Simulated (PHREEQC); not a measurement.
0.013 g of hydrous ferric oxide (600 m²/g; 0.2 weak and 0.005 strong sites per Fe, Dzombak-Morel constants, diffuse double layer) in 1 kg of water with 0.01 mol/kgw of an inert sodium salt, at 25 °C; the pH is set by adding NaOH or the inert anion's acid. O2 is buffered at 0.21 atm. CO2 from the air is kept out. Nothing may precipitate in this run.

Model: ion-association model, wateq4f.dat, run in PHREEQC.

```csv
pH,surface charge σ (C/m²),surface potential ψ (mV)
3,0.324,203
3.67,0.255,193
4.33,0.178,175
5,0.113,152
5.67,0.066,125
6.33,0.036,95
7,0.017,61
7.67,0.006,24
8.33,-0.003,-12
9,-0.013,-49
9.67,-0.029,-84
10.33,-0.055,-115
11,-0.099,-143
```

Species that the database lacks are ignored. The oxide is taken as insoluble; below pH 4 it would dissolve.
